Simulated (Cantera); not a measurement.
# Ignition delay

Mixture: 6.00 % C₃H₈, 21.4 % O₂, 72.6 % N₂, equivalence ratio 1.4, at 6.20 bar, adiabatic and at constant volume. Ignition delay is the time to a rise of 400 K.

Computed with Cantera and GRI-Mech 3.0 (53 species, 325 reactions). GRI-Mech 3.0 was tuned for natural gas; its chemistry of propane as a main component is partial and can be far from experiment.

| T0 (K) | delay (ms) |
|---|---|
| 1025 | 67.6 |
| 1125 | 9.21 |
| 1225 | 1.32 |
| 1325 | 0.231 |
| 1425 | 0.0545 |
| 1525 | 0.0174 |
| 1625 | 0.00719 |
| 1725 | 0.00366 |
| 1825 | 0.00218 |

```yaml
apparent activation energy between 1625 and 1825 K: 150 kJ/mol
```
